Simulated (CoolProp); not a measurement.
A single-stage vapour-compression cycle with 1,2-dichloroethane: evaporating at 322.15 K (dew point), condensing at 369.15 K (bubble point), superheat 2 K, subcooling 2 K, compressor efficiency 0.9, no pressure losses. Each further row changes one setting.

Model: reference Helmholtz-energy equation of state, Thol 2015, in CoolProp.

```
case                              cooling COP  pressure ratio  discharge temperature (K)  refrigerating effect (kJ/kg)  volumetric capacity (kJ/m³)
--------------------------------  -----------  --------------  -------------------------  ----------------------------  ---------------------------
as stated                                5.54            4.93                      385.2                           284                          315
evaporating temperature 327.15 K          [?]            4.06                      383.0                           [?]                          384
condensing temperature 364.15 K          6.29            4.26                        [?]                           290                          323
subcooling 7 K                           5.67            4.93                      385.2                           290                          323
superheat 12 K                           5.53            4.93                      396.1                           292                          315
compressor efficiency 0.8                4.92            4.93                        [?]                           284                          315
```

Q: What belongs in the gaps?

A: 
- evaporating temperature 327.15 K, cooling COP: 6.38
- evaporating temperature 327.15 K, refrigerating effect (kJ/kg): 288
- condensing temperature 364.15 K, discharge temperature (K): 379.3
- compressor efficiency 0.8, discharge temperature (K): 392.1
